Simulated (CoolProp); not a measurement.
A single-stage vapour-compression cycle with R21: evaporating at 275.15 K (dew point), condensing at 308.15 K (bubble point), superheat 2 K, subcooling 5 K, compressor efficiency 0.8, no pressure losses. Each further row changes one setting.

The numbers come from the reference Helmholtz-energy equation of state, Platzer 1990 in CoolProp. This equation is an older, rougher fit; its heat capacities, sound speeds and derivatives of the liquid may be far off and weren't checked against measurements.

| case | cooling COP | pressure ratio | discharge temperature (K) | refrigerating effect (kJ/kg) | volumetric capacity (kJ/m³) |
|---|---|---|---|---|---|
| as stated | 6.17 | 3.28 | 338.6 | 215 | 762 |
| evaporating temperature 280.15 K | 7.52 | 2.69 | 333.4 | 218 | 930 |
| condensing temperature 303.15 K | 7.39 | 2.80 | 329.9 | 220 | 781 |
| subcooling 10 K | 6.33 | 3.28 | 338.6 | 220 | 781 |
| superheat 12 K | 6.11 | 3.28 | 349.6 | 221 | 754 |
| compressor efficiency 0.7 | 5.40 | 3.28 | 346.0 | 215 | 762 |
